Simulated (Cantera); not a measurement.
Mixture: CO : H2 : O2 : N2 : CO2 = 1 : 0.96 : 0.445 : 1.51 : 0.13 (molar parts), equivalence ratio 2.2, at 1.00 atm, adiabatic and at constant pressure. Ignition delay is the time to a rise of 400 K.

Computed with Cantera and GRI-Mech 3.0 (53 species, 325 reactions). Below about 950 K walls govern HO2 and H2O2 in real vessels. Where the delays flatten at high temperature, the 400 K rule measures the pace of heat release, not the induction time.

Problem. What does this change do: constant volume in place of constant pressure?

Solution. 
```json
[
 {"quantity": "delay at 850 K", "before": "0.278 s", "after": "0.235 s"},
 {"quantity": "delay at 1050 K", "before": "0.182 ms", "after": "0.176 ms"},
 {"quantity": "delay at 1250 K", "before": "47.9 µs", "after": "44.4 µs"},
 {"quantity": "delay at 1450 K", "before": "26.7 µs", "after": "22.5 µs"}
]
```

Problem. What does this change do: pressure from 1.00 atm to 2.17 atm?

Solution. 
```csv
quantity,before,after
delay at 850 K,0.278 s,0.293 s
delay at 1050 K,0.182 ms,0.203 ms
delay at 1250 K,47.9 µs,22.5 µs
delay at 1450 K,26.7 µs,10.5 µs
```
The hydrogen kinetics of GRI-Mech 3.0 are dated; newer H2 mechanisms differ, most at raised pressure.

Problem. What does this change do: CO 1 to 1.6 parts?

Solution. 
```tsv
quantity	before	after
delay at 850 K	0.278 s	0.194 s
delay at 1050 K	0.182 ms	0.207 ms
delay at 1250 K	47.9 µs	55.1 µs
delay at 1450 K	26.7 µs	31.4 µs
```
